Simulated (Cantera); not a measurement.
An adiabatic, constant-pressure homogeneous reactor starts with 46.9 % H2, 11.2 % O2, 42.0 % N2, equivalence ratio 2.1, at 1425 K and 1.00 bar.

Computed with Cantera and the H2/O2 subset of GRI-Mech 3.0, which has no nitrogen chemistry.

One state of this run: T (K) = 2739; x H2 = 0.259; x O2 = 0.000248; x H2O2 = 4.20e-8; x H2O = 0.236; x O = 0.000674; x H = 0.0337. x: mole fraction; the columns are a selection and need not sum to one.

**Question.** Which value of t (s) does it belong to?
A. 2.00e-6
B. 2.00e-5
C. 0.000928
D. 9.28e-5

**Answer.** C, 0.000928
